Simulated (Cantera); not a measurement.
Reactions in the system N-O-Zr

Standard-state values (1 bar) from the NASA 1993 polynomials, evaluated with Cantera. Values are per mole of reaction as written; species without (g) are pure solids or liquids, kept so even where they would boil at 1 bar. ZrN: taken at fixed stoichiometry.

NO(g) + ZrO₂ ⇌ 3 O(g) + ZrN

| T (K) | ΔH° (kJ) | ΔS° (J/K) | ΔG° (kJ) | log10 K | condensed phases |
|---|---|---|---|---|---|
| 300 | 1388.5 | 261.1 | 1310.2 | -228.12 | ZrO₂(monoclinic), ZrN(s) |
| 1973 | 1397.1 | 276.1 | 852.4 | -22.57 | ZrO₂(tetragonal), ZrN(s) |
| 2173 | 1399.5 | 277.3 | 797.0 | -19.16 | ZrO₂(tetragonal), ZrN(s) |
| 2373 | 1402.2 | 278.4 | 741.5 | -16.32 | ZrO₂(tetragonal), ZrN(s) |
| 2573 | 1405.1 | 279.6 | 685.6 | -13.92 | ZrO₂(tetragonal), ZrN(s) |
| 2773 | 1408.2 | 280.8 | 629.6 | -11.86 | ZrO₂(s), ZrN(s) |
